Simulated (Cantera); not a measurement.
## Equilibrium for silicon nitride deposition: trisilylamine + NH3

Feed: 1 mol trisilylamine, 3 mol NH3, at 0.640 bar.

Method: chemical equilibrium by Gibbs-energy minimisation in Cantera with the NASA 1993 tables (ideal gas, pure condensed phases). Candidate condensed phases: Si, Si3N4; 18 gas species. The feed counts by its element totals alone. Mutual solubility and eutectic melting of coexisting phases are not modelled. Gases not in the tables: Si2H6 and higher silanes. Rates play no part.

From 1325 K to 1425 K the condensed part is Si3N4(s). From 1475 K to 1675 K the condensed part is Si(s) + Si3N4(s). At 1725 K the condensed part is Si(l) + Si3N4(s). The main Si-bearing gas is SiH4 at 1325 K and SiH2 at 1725 K.

```tsv
T (K)	x H2	x N2	x H	x SiH2	x SiH	x Si	n Si3N4(s)	n Si(s)	n Si(l)
1325	1.000	1.48e-6	2.04e-6	1.17e-7	8.55e-10	1.47e-10	1.000	0	0
1375	1.000	5.03e-6	4.28e-6	2.58e-7	2.89e-9	6.41e-10	1.000	0	0
1425	1.000	1.56e-5	8.53e-6	5.42e-7	8.94e-9	2.52e-9	1.000	0	0
1475	1.000	4.49e-5	1.62e-5	1.08e-6	2.56e-8	8.99e-9	1.000	0.000592	0
1525	1.000	0.000120	2.96e-5	2.06e-6	6.84e-8	2.95e-8	0.999	0.00160	0
1575	1.000	0.000302	5.19e-5	3.76e-6	1.71e-7	8.97e-8	0.999	0.00403	0
1625	0.999	0.000714	8.82e-5	6.61e-6	4.06e-7	2.55e-7	0.997	0.00958	0
1675	0.998	0.00160	0.000145	1.12e-5	9.10e-7	6.78e-7	0.993	0.0216	0
1725	0.996	0.00383	0.000232	1.72e-5	1.81e-6	1.59e-6	0.983	0	0.0517
```
x: gas mole fraction; n: condensed amount in mol.
